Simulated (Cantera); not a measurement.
A closed system holds: 1 mol SiC, 0.1 mol O2, 34 mol H2, equilibrated at 1.33 mbar.

These are equilibrium values from Cantera (NASA tables, ideal gas, pure condensed phases), not measurements of a reactor. Candidate condensed phases: C, C6H6, C7H8, C8H18, H2O, Si, SiC, SiO2; 123 gas species. Rates play no part. All values below are at 1402 °C.

Base state: H2 0.991, H 0.00317, CO 0.00296, SiO 0.00288, Si 7.03e-5 (mole fractions); condensed: SiC(s).

Task: What changes in the equilibrium state with this change: SiC replaced by Si?

Result: 
| species | before | after |
|---|---|---|
| H2 | 0.991 | 0.991 |
| SiO | 0.00288 | 0.00584 |
| H | 0.00317 | 0.00316 |
| CO | 0.00296 | 0 |
| Si | 7.03e-5 | 0.000326 |
| SiH | 4.29e-6 | 1.99e-5 |
| SiH2 | 2.41e-6 | 1.11e-5 |
| SiC(s), mol | 0.899 | 0 |
| Si(s), mol | 0 | 0.788 |
Gases not in the tables: Si2H6 and higher silanes.
